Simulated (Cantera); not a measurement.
A Cantera script and what it prints.

```python
import numpy as np
import cantera as ct

gas_names = """
    AL ALCL ALCL2 ALCL3 ALH AL2 AL2CL6 CL CL2 H HCL H2
""".split()
cond_names = """
    AL(cr) AL(L) ALCL3(s) ALCL3(L)
""".split()


# ... load() reads the species with a 1 bar reference pressure and builds the phases ...
atoms = {
    'Al': {'AL': 1},
    'HCl': {'H': 1, 'CL': 1},
    'H2': {'H': 2},
}
top_T = {}  # K; cautious upper limits of use, not melting points


# ... equilibrate(T, P, feed) seeds the gas with the atoms and calls Mixture.equilibrate('TP', solver="vcs", rtol=1e-11, max_steps=5000) ...
results = []
feed = {'Al': 1, 'HCl': 0.67, 'H2': 570}  # mol
T = 1273.15  # K
P = 360  # Pa
mix = equilibrate(T, P, feed)
results.append((T, P, feed, dict(zip(mix.species_names, mix.species_moles))))
print(gas.report(threshold=0.001))
for i in range(1, mix.n_phases):
    print(f"{mix.phase(i).name:16s} {mix.phase_moles(i):12.5e} mol")
```

Result:

```
       temperature   1273.2 K
          pressure   360 Pa
           density   7.1017e-05 kg/m^3
  mean mol. weight   2.0882 kg/kmol
   phase of matter   gas

                          1 kg             1 kmol
                     ---------------   ---------------
          enthalpy        1.3919e+07        2.9066e+07  J
   internal energy        8.8498e+06         1.848e+07  J
           entropy        1.0567e+05        2.2066e+05  J/K
    Gibbs function       -1.2062e+08       -2.5187e+08  J
 heat capacity c_p             15046             31419  J/K
 heat capacity c_v             11064             23104  J/K

                      mass frac. Y      mole frac. X     chem. pot. / RT
                     ---------------   ---------------   ---------------
              ALCL          0.035058         0.0011726           -47.648
                H2           0.96423           0.99876           -23.766
     [  +10 minor]        0.00071098        6.5867e-05

AL(L)             2.99965e-01 mol
ALCL3(L)          0.00000e+00 mol
```

Cantera equilibrium calculation (NASA polynomials, part measured and part estimated; ideal gas, pure solids and liquids).
